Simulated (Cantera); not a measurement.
A closed system holds: 1 mol SiCl4, 0.58 mol H2, equilibrated at 775 K and 150 Torr.

These are equilibrium values from Cantera (NASA tables, ideal gas, pure condensed phases), not measurements of a reactor. Candidate condensed phases: Si; 19 gas species. The tables' values for SiCl3 are old estimates; treat these amounts as uncertain. Rates play no part.

### Question
What is the equilibrium state?

### Answer
```
Quantity                              Value
--------------------------------  ---------
x(SiCl4)                              0.621
x(H2)                                 0.355
x(HCl)                               0.0120
x(SiHCl3)                            0.0119
x(SiCl3)                            1.84e-5
x(SiH2Cl2)                          1.76e-5
gas amount                        1.580 mol
log10 activity of Si(s) (absent)      -3.69
```
